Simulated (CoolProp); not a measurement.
Vapour-liquid equilibrium of dimethyl ether (1) + methanol (2) at 0.394 MPa; x and y are mole fractions of (1).

The numbers come from the multi-fluid Helmholtz-energy mixture model, Wu 2011 and de Reuck 1993; pair parameters Bell 2016 in CoolProp.

```csv
x,bubble temperature (°C),y at the bubble point,dew temperature at overall composition x (°C),liquid density (mol/L)
0.05,83.9,0.479,101.8,?
0.125,61.3,0.784,99.1,21.84
0.2,47.3,0.885,96.4,21.37
0.275,38.5,0.926,93.4,20.77
0.35,32.7,0.947,90.2,20.12
0.425,28.7,0.958,86.6,19.45
0.5,25.7,0.966,82.7,18.79
0.575,23.3,0.971,?,18.13
0.65,21.2,0.976,73.2,17.49
0.725,19.3,0.981,67.1,16.87
0.8,17.4,0.985,59.5,16.27
0.875,?,0.990,49.1,15.70
0.95,13.2,0.996,31.6,15.16
```

Problem. Fill in the missing entries.

Solution. 
- 0.05, liquid density (mol/L): 22.07
- 0.575, dew temperature at overall composition x (°C): 78.3
- 0.875, bubble temperature (°C): 15.4

No azeotrope shows between x = 0.05 and 0.95.

The pair parameters rest on a limited set of measurements; away from them the model extrapolates. With so large a gap from Raoult's law the liquid may split in two, which this calculation doesn't test in full.
